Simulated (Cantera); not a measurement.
Charge: 1 mol CH3F, 0.047 mol CH4, 0.13 mol H2, at 3398 K and 0.100 bar.

Method: chemical equilibrium by Gibbs-energy minimisation in Cantera with the NASA 1993 tables (ideal gas, pure condensed phases). Candidate condensed phases: C, C6H6, C7H8, C8H18; 95 gas species. Rates play no part.

Base state: H 0.481, HF 0.276, H2 0.107, C3 0.0678, C2H 0.0152, F 0.0145, C2H2 (acetylene) 0.0119, C 0.0115 (mole fractions); condensed: gas only.

What changes in the equilibrium state with this change: CH3F replaced by CCl4?


```
species            before     after
----------------  -------  --------
Cl                      0     0.823
C3                 0.0678    0.0602
H                   0.481    0.0578
HF                  0.276         0
HCl                     0    0.0329
F                  0.0145         0
C2H2 (acetylene)   0.0119  0.000159
H2                  0.107   0.00154
C2H                0.0152   0.00168
C                  0.0115    0.0111
CF                0.00279         0
CCl                     0  0.000240
Cl2                     0  0.000221
C2HCl                   0  0.000113
C2HF              4.81e-5         0
```
The tables' values for CCl are old estimates; treat these amounts as uncertain.
